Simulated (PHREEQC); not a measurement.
0.056 g of hydrous ferric oxide (600 m²/g; 0.2 weak and 0.005 strong sites per Fe, Dzombak-Morel constants, diffuse double layer) in 1 kg of water with 0.005 mol/kgw of an inert sodium salt and 1.1e-05 mol/kgw Na2SO4, at 25 °C; the pH is set by adding NaOH or the inert anion's acid. Oxygen alone is held at its pressure in air (log pO2 = -0.68). CO2 from the air is kept out. Nothing may precipitate in this run.

Computed with PHREEQC (ion-association model, wateq4f.dat).

```json
[
 {"pH": "4", "S sorbed (%)": "99.8", "surface charge σ (C/m²)": "0.151", "surface potential ψ (mV)": "184"},
 {"pH": "4.38", "S sorbed (%)": "99.6", "surface charge σ (C/m²)": "0.116", "surface potential ψ (mV)": "171"},
 {"pH": "4.75", "S sorbed (%)": "98.7", "surface charge σ (C/m²)": "0.088", "surface potential ψ (mV)": "___"},
 {"pH": "5.12", "S sorbed (%)": "96.0", "surface charge σ (C/m²)": "0.065", "surface potential ψ (mV)": "141"},
 {"pH": "5.5", "S sorbed (%)": "87.5", "surface charge σ (C/m²)": "0.047", "surface potential ψ (mV)": "125"},
 {"pH": "5.88", "S sorbed (%)": "68.4", "surface charge σ (C/m²)": "0.034", "surface potential ψ (mV)": "109"},
 {"pH": "6.25", "S sorbed (%)": "42.0", "surface charge σ (C/m²)": "0.026", "surface potential ψ (mV)": "95"},
 {"pH": "6.62", "S sorbed (%)": "18.2", "surface charge σ (C/m²)": "0.019", "surface potential ψ (mV)": "79"},
 {"pH": "7", "S sorbed (%)": "5.1", "surface charge σ (C/m²)": "0.012", "surface potential ψ (mV)": "61"},
 {"pH": "7.38", "S sorbed (%)": "1.1", "surface charge σ (C/m²)": "0.007", "surface potential ψ (mV)": "___"},
 {"pH": "7.75", "S sorbed (%)": "0.2", "surface charge σ (C/m²)": "0.003", "surface potential ψ (mV)": "20"},
 {"pH": "8.12", "S sorbed (%)": "0.0", "surface charge σ (C/m²)": "0.000", "surface potential ψ (mV)": "-1"},
 {"pH": "8.5", "S sorbed (%)": "0.0", "surface charge σ (C/m²)": "-0.004", "surface potential ψ (mV)": "-22"},
 {"pH": "8.88", "S sorbed (%)": "0.0", "surface charge σ (C/m²)": "___", "surface potential ψ (mV)": "-43"},
 {"pH": "9.25", "S sorbed (%)": "0.0", "surface charge σ (C/m²)": "-0.013", "surface potential ψ (mV)": "-64"},
 {"pH": "9.62", "S sorbed (%)": "0.0", "surface charge σ (C/m²)": "-0.020", "surface potential ψ (mV)": "-83"},
 {"pH": "10", "S sorbed (%)": "0.0", "surface charge σ (C/m²)": "-0.031", "surface potential ψ (mV)": "-103"}
]
```

### Question
Complete the blanks.

### Answer

- 4.75, surface potential ψ (mV): 157
- 7.38, surface potential ψ (mV): 41
- 8.88, surface charge σ (C/m²): -0.008
